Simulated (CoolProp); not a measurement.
The numbers come from the reference Helmholtz-energy equation of state, McLinden 2015 in CoolProp.

**Question.** Give the vapour pressure (MPa), liquid density (kg/m³), vapour density (kg/m³) of saturated the fluoroketone C6F12O (FK-5-1-12) at 329.8 K.

**Answer.** 
| T (K) | p (MPa) | liquid density (kg/m³) | vapour density (kg/m³) |
|---|---|---|---|
| 329.8 | 0.131 | 1500 | 16.4 |
